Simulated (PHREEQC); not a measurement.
Consider water at 10 °C with 14 mmol/kgw LiCl and 0.5 mmol/kgw BaCl2. Closed to the air; pH follows from the charge balance.

The numbers come from PHREEQC with the Pitzer model, pitzer.dat.

**Question.** The ionic strength comes out as 0.0155 mol/kgw. What activity coefficients do Li+, Ba+2, Cl- get?

**Answer.** Li+ 0.89, Ba+2 0.61, Cl- 0.88. Single-ion values are on the MacInnes scale.

No solid was allowed to form. Away from 25 °C the constants follow the database's enthalpies or fits; those with neither stay at their 25 °C values.
